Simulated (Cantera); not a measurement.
What does this Cantera script print?

```python
import numpy as np
import cantera as ct

gas_names = [...]  # 121 gases of nasa_gas.yaml made of Al, C, H, O
cond_names = """
    AL(cr) AL(L) AL2O3(a) AL2O3(L) C(gr) C6H6(L) C7H8(L) C8H18(L),n-octa H2O(s) H2O(L)
""".split()


# ... load() reads the species with a 1 bar reference pressure and builds the phases ...
atoms = {
    'Al(CH3)3': {'AL': 1, 'C': 3, 'H': 9},
    'H2O': {'H': 2, 'O': 1},
    'H2': {'H': 2},
}
top_T = {'C(gr)': 4500}  # K; cautious upper limits of use, not melting points


# ... equilibrate(T, P, feed) seeds the gas with the atoms and calls Mixture.equilibrate('TP', solver="vcs", rtol=1e-11, max_steps=5000) ...
results = []
feed = {'Al(CH3)3': 1, 'H2O': 5.1, 'H2': 430}  # mol
T = 650  # K
for P in [10, 37, 140, 520, 1900, 7200, 27000, 100000]:
    mix = equilibrate(T, P, feed)
    results.append((T, P, feed, dict(zip(mix.species_names, mix.species_moles))))
    x = sorted(zip(gas.X, gas.species_names), reverse=True)
    print(f"T = {T:g} K  P = {P:g} Pa  gas = {mix.phase_moles(0):.4g} mol")
    print("   x: " + "  ".join(f"{s} {v:.3e}" for v, s in x if v > 0.001))
    print("   condensed (mol): " + ("  ".join(f"{mix.phase(i).name} {mix.phase_moles(i):.4g}"
          for i in range(1, mix.n_phases) if mix.phase_moles(i) > 1e-12) or "none"))
```

Result:

```
T = 650 K  P = 10 Pa  gas = 441.4 mol
   x: H2 9.907e-01  CO 5.239e-03  H2O 2.504e-03  CH4 1.351e-03
   condensed (mol): AL2O3(a) 0.5
T = 650 K  P = 37 Pa  gas = 439 mol
   x: H2 9.879e-01  H2O 5.290e-03  CH4 4.131e-03  CO 2.495e-03
   condensed (mol): AL2O3(a) 0.5
T = 650 K  P = 140 Pa  gas = 437 mol
   x: H2 9.854e-01  H2O 7.741e-03  CH4 6.417e-03
   condensed (mol): AL2O3(a) 0.5
T = 650 K  P = 520 Pa  gas = 436.6 mol
   x: H2 9.849e-01  H2O 8.204e-03  CH4 6.834e-03
   condensed (mol): AL2O3(a) 0.5
T = 650 K  P = 1900 Pa  gas = 436.6 mol
   x: H2 9.849e-01  H2O 8.242e-03  CH4 6.868e-03
   condensed (mol): AL2O3(a) 0.5
T = 650 K  P = 7200 Pa  gas = 436.6 mol
   x: H2 9.849e-01  H2O 8.245e-03  CH4 6.871e-03
   condensed (mol): AL2O3(a) 0.5
T = 650 K  P = 27000 Pa  gas = 436.6 mol
   x: H2 9.849e-01  H2O 8.246e-03  CH4 6.871e-03
   condensed (mol): AL2O3(a) 0.5
T = 650 K  P = 100000 Pa  gas = 436.6 mol
   x: H2 9.849e-01  H2O 8.246e-03  CH4 6.871e-03
   condensed (mol): AL2O3(a) 0.5
```

Method: chemical equilibrium by Gibbs-energy minimisation in Cantera with the NASA 1993 tables (ideal gas, pure condensed phases). The feed counts by its element totals alone.
